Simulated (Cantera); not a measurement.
# Ammonia decomposition in nitride growth gas

An isothermal, constant-pressure homogeneous reactor starts with 72.5 % NH3, 27.5 % H2, at 2250 K and 315 Torr.

Detailed kinetics in Cantera: the gas-phase N/H chemistry of the illustrative SiF4/NH3 mechanism in the Surface Chemkin manual (1991). Walls and surfaces, which speed up NH3 decomposition in real reactors, are not modelled.

| t (s) | x NH3 | x H2 | x NH2 | x N2H4 | x N2H2 | x N2 |
|---|---|---|---|---|---|---|
| 0.000300 | 0.690 | 0.298 | 0.00292 | 2.76e-7 | 1.52e-5 | 0.00871 |
| 0.000591 | 0.657 | 0.321 | 0.00281 | 2.56e-7 | 1.41e-5 | 0.0182 |
| 0.00117 | 0.599 | 0.363 | 0.00262 | 2.22e-7 | 1.23e-5 | 0.0352 |
| 0.00230 | 0.503 | 0.431 | 0.00231 | 1.73e-7 | 9.57e-6 | 0.0632 |
| 0.00453 | 0.366 | 0.528 | 0.00185 | 1.11e-7 | 6.27e-6 | 0.103 |
| 0.00892 | 0.209 | 0.639 | 0.00126 | 5.16e-8 | 3.17e-6 | 0.149 |
| 0.0176 | 0.0786 | 0.732 | 0.000654 | 1.38e-8 | 1.05e-6 | 0.187 |
| 0.0346 | 0.0116 | 0.778 | 0.000187 | 1.12e-9 | 1.42e-7 | 0.206 |
| 0.0683 | 0.000281 | 0.781 | 1.11e-5 | 3.94e-12 | 9.93e-10 | 0.209 |
| 0.135 | 5.20e-5 | 0.781 | 2.12e-6 | <1e-12 | 3.83e-11 | 0.209 |
| 0.265 | 1.98e-5 | 0.781 | 8.08e-7 | <1e-12 | 6.21e-12 | 0.209 |
| 0.523 | 8.99e-6 | 0.781 | 3.67e-7 | <1e-12 | 1.91e-12 | 0.209 |
| 1.03 | 4.51e-6 | 0.781 | 1.85e-7 | <1e-12 | 1.07e-12 | 0.209 |
| 2.03 | 2.61e-6 | 0.781 | 1.07e-7 | <1e-12 | <1e-12 | 0.209 |
| 4.00 | 1.96e-6 | 0.781 | 8.00e-8 | <1e-12 | <1e-12 | 0.209 |
x: mole fraction; the columns are a selection and need not sum to one.

Equilibrium at this temperature and pressure: NH3 1.84e-6, H2 0.781, NH2 7.54e-8, N2H4 <1e-12, N2H2 <1e-12, N2 0.209 (gas phase only).
